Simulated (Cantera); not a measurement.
Input: 1 mol B2O3, a varied amount of N2, at 2175 °C and 10.0 Pa.

Equilibrium computed with Cantera from the NASA thermochemical tables; the gas is ideal and each condensed phase is pure. Candidate condensed phases: B, BN, B2O3; 17 gas species. Rates play no part.

log p: log10 of the partial pressure in bar; nothing condenses.

```json
[
 {"n(N2) (mol)": "0.83", "log p N2": "-4.57", "log p BO": "-4.37", "log p O": "-4.91", "log p BO2": "-4.92", "log p B2O3": "-5.29", "log p O2": "-5.91"},
 {"n(N2) (mol)": "1.3", "log p N2": "-4.45", "log p BO": "-4.42", "log p O": "-4.94", "log p BO2": "-5.00", "log p B2O3": "-5.42", "log p O2": "-5.98"},
 {"n(N2) (mol)": "2.1", "log p N2": "?", "log p BO": "?", "log p O": "-4.99", "log p BO2": "?", "log p B2O3": "?", "log p O2": "?"},
 {"n(N2) (mol)": "3.4", "log p N2": "?", "log p BO": "?", "log p O": "?", "log p BO2": "?", "log p B2O3": "?", "log p O2": "?"},
 {"n(N2) (mol)": "5.4", "log p N2": "-4.17", "log p BO": "-4.69", "log p O": "-5.14", "log p BO2": "-5.47", "log p B2O3": "-6.15", "log p O2": "-6.37"},
 {"n(N2) (mol)": "8.6", "log p N2": "-4.12", "log p BO": "-4.82", "log p O": "-5.24", "log p BO2": "-5.70", "log p B2O3": "-6.51", "log p O2": "-6.57"},
 {"n(N2) (mol)": "14", "log p N2": "-4.08", "log p BO": "-4.97", "log p O": "-5.36", "log p BO2": "-5.98", "log p B2O3": "-6.94", "log p O2": "-6.82"},
 {"n(N2) (mol)": "22", "log p N2": "-4.05", "log p BO": "-5.13", "log p O": "-5.50", "log p BO2": "-6.27", "log p B2O3": "-7.39", "log p O2": "-7.10"}
]
```

Problem. Fill in the missing entries.

Solution. 
- 2.1, log p N2: -4.33
- 2.1, log p BO: -4.50
- 2.1, log p BO2: -5.12
- 2.1, log p B2O3: -5.61
- 2.1, log p O2: -6.07
- 3.4, log p N2: -4.24
- 3.4, log p BO: -4.59
- 3.4, log p O: -5.06
- 3.4, log p BO2: -5.28
- 3.4, log p B2O3: -5.86
- 3.4, log p O2: -6.21
